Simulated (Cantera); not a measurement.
Cantera run:

```python
import numpy as np
import cantera as ct

gas_names = """
    Electron H H+ H- H2 H2+ H2- N N+ N- NH NH+ NH2 NH3 NH4+ N2 N2+ N2- N2H2 N2H4 Si Si+ SiH SiH+ SiH2
    SiH3 SiH4 SiN Si2 Si2N Si3
""".split()
cond_names = """
    Si(cr) Si(L) Si3N4(a)
""".split()


# ... load() reads the species with a 1 bar reference pressure and builds the phases ...
atoms = {
    'Si3N4': {'Si': 3, 'N': 4},
    'Si': {'Si': 1},
    'H2': {'H': 2},
}
top_T = {'Si3N4(a)': 2400}  # K; cautious upper limits of use, not melting points


# ... equilibrate(T, P, feed) seeds the gas with the atoms and calls Mixture.equilibrate('TP', solver="vcs", rtol=1e-11, max_steps=5000) ...
results = []
feed = {'Si3N4': 1, 'Si': 0.0031, 'H2': 0.54}  # mol
P = 7700  # Pa
for T in [3000, 3250, 3500, 3750, 4000, 4250, 4500, 4750, 5000]:
    mix = equilibrate(T, P, feed)
    results.append((T, P, feed, dict(zip(mix.species_names, mix.species_moles))))

top = {s: max(r[3][s] / sum(r[3][g] for g in gas_names) for r in results) for s in gas_names}
cols = sorted((s for s in top if top[s] > 1e-05), key=lambda s: -top[s])[:8]
seen = [c for c in cond_names if any(r[3].get(c, 0) > 1e-12 for r in results)]
print("log10 of partial pressures in bar; condensed amounts in mol")
print(f"{'T/K':>10s}" + "".join(f"{s[:9]:>10s}" for s in cols + seen))
for T, P, feed, n in results:
    ng = sum(n[g] for g in gas_names)
    print(f"{T:10.4g}" + "".join(f"{np.log10(max(n[s] / ng * P / 1e5, 1e-99)):10.3f}" for s in cols)
          + "".join(f"{n.get(c, 0):10.4g}" for c in seen))
```

It prints:

```
log10 of partial pressures in bar; condensed amounts in mol
       T/K        Si        N2         H         N        H2       Si2  Electron       Si+
      3000    -1.422    -1.577    -2.075    -5.645    -2.546    -3.182    -6.397    -6.400
      3250    -1.421    -1.589    -1.945    -5.004    -2.903    -3.600    -5.829    -5.830
      3500    -1.422    -1.595    -1.893    -4.452    -3.329    -3.963    -5.339    -5.340
      3750    -1.422    -1.597    -1.875    -3.972    -3.752    -4.278    -4.912    -4.913
      4000    -1.423    -1.600    -1.869    -3.551    -4.144    -4.555    -4.537    -4.537
      4250    -1.424    -1.605    -1.868    -3.180    -4.497    -4.802    -4.204    -4.204
      4500    -1.427    -1.614    -1.870    -2.853    -4.817    -5.026    -3.908    -3.908
      4750    -1.433    -1.631    -1.874    -2.563    -5.108    -5.232    -3.643    -3.643
      5000    -1.442    -1.660    -1.881    -2.309    -5.378    -5.426    -3.405    -3.405
```

These are equilibrium values from Cantera (NASA tables, ideal gas, pure condensed phases), not measurements of a reactor. The tables' values for SiN are old estimates; treat these amounts as uncertain. Gases not in the tables: Si2H6 and higher silanes.
